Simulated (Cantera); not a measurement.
Input (Python, Cantera) and output of one run.

```python
import numpy as np
import cantera as ct

gas_names = """
    H2 H2S S2 H
""".split()
cond_names = """
    S(cr1) S(cr2) S(L)
""".split()


# ... load() reads the species with a 1 bar reference pressure and builds the phases ...
species = {s.name: s for s in load("nasa_gas.yaml", gas_names) + load("nasa_condensed.yaml", cond_names)}
# Each term lists the table entries of one substance; the one whose range holds T is used.
reactions = {
    'H2(g) + S = H2S(g)':
        [(-1, ['H2']), (-1, ['S(cr1)', 'S(cr2)', 'S(L)']), (1, ['H2S'])],
    '2 H2S(g) = S2(g) + 4 H(g)':
        [(-2, ['H2S']), (1, ['S2']), (4, ['H'])],
}


def pick(names, T):
    return next(species[n] for n in names if species[n].thermo.min_temp <= T <= species[n].thermo.max_temp)


results = []
for label, terms in reactions.items():
    print(label)
    print("     T/K   dH/kJ  dS/(J/K)   dG/kJ   log10 K")
    for T in [773, 798, 823, 848, 873]:
        used = [(nu, pick(names, T)) for nu, names in terms]
        dH = sum(nu * s.thermo.h(T) for nu, s in used) / 1e6
        dS = sum(nu * s.thermo.s(T) for nu, s in used) / 1e3
        dG = dH - T * dS / 1e3
        logK = -dG * 1e6 / (ct.gas_constant * T * np.log(10))
        results.append((label, T, dH, dS, dG, logK, [s.name for _, s in used]))
        print(f"{T:8g} {dH:8.1f} {dS:8.1f} {dG:8.1f} {logK:8.2f}")
```

Result:

```
H2(g) + S = H2S(g)
     T/K   dH/kJ  dS/(J/K)   dG/kJ   log10 K
     773    -34.3     14.1    -45.2     3.05
     798    -34.8     13.5    -45.5     2.98
     823    -35.2     12.9    -45.9     2.91
     848    -35.7     12.4    -46.2     2.85
     873    -36.2     11.8    -46.5     2.78
2 H2S(g) = S2(g) + 4 H(g)
     T/K   dH/kJ  dS/(J/K)   dG/kJ   log10 K
     773   1061.5    316.9    816.6   -55.18
     798   1062.4    318.0    808.6   -52.93
     823   1063.2    319.0    800.7   -50.82
     848   1064.1    320.0    792.7   -48.83
     873   1064.9    321.0    784.7   -46.95
```

Standard-state values (1 bar) from the NASA 1993 polynomials, evaluated with Cantera. Condensed species are held in their standard states even where they would react or evaporate.
